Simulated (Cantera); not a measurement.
An isothermal, constant-pressure homogeneous reactor starts with H2 : O2 : N2 = 0.4 : 1 : 1.8 (molar parts), at 1425 K and 0.00320 bar. Integrator tolerance rtol = 1e-08.

Detailed kinetics in Cantera: GRI-Mech 3.0 (53 species, 325 reactions). Radical loss at walls, strong at low pressure, is not modelled. The temperature is held fixed by assumption; the heat of reaction is taken as removed at once.

Problem. What does this change do: pressure from 0.00320 bar to 0.00120 bar?

Solution. 
| quantity | before | after |
|---|---|---|
| x(H2) at 5.00 s | 0.000541 (gas-phase equilibrium 3.03e-6) | 0.00555 (gas-phase equilibrium 4.94e-6) |
| x(O2) at 5.00 s | 0.265 (gas-phase equilibrium 0.266) | 0.250 (gas-phase equilibrium 0.266) |
| x(O) at 5.00 s | 0.00230 (gas-phase equilibrium 1.27e-5) | 0.0267 (gas-phase equilibrium 2.08e-5) |
| x(N2O) at 5.00 s | 2.75e-9 (gas-phase equilibrium 2.55e-9) | 3.53e-10 (gas-phase equilibrium 1.56e-9) |
| x(HO2) at 5.00 s | 1.90e-7 (gas-phase equilibrium 3.62e-8) | 1.42e-7 (gas-phase equilibrium 2.84e-8) |
| x(H2O) at 5.00 s | 0.131 (gas-phase equilibrium 0.133) | 0.109 (gas-phase equilibrium 0.133) |

Problem. What does this change do: O2 1 to 0.12 parts?

Solution. 
```tsv
quantity	before	after
x(H2) at 5.00 s	0.000541 (gas-phase equilibrium 3.03e-6)	0.0539 (gas-phase equilibrium 0.0727)
x(O2) at 5.00 s	0.265 (gas-phase equilibrium 0.266)	0.00111 (gas-phase equilibrium 3.09e-10)
x(O) at 5.00 s	0.00230 (gas-phase equilibrium 1.27e-5)	0.00125 (gas-phase equilibrium 4.34e-10)
x(N2O) at 5.00 s	2.75e-9 (gas-phase equilibrium 2.55e-9)	3.08e-11 (gas-phase equilibrium <1e-12)
x(HO2) at 5.00 s	1.90e-7 (gas-phase equilibrium 3.62e-8)	2.36e-9 (gas-phase equilibrium <1e-12)
x(H2O) at 5.00 s	0.131 (gas-phase equilibrium 0.133)	0.101 (gas-phase equilibrium 0.109)
```
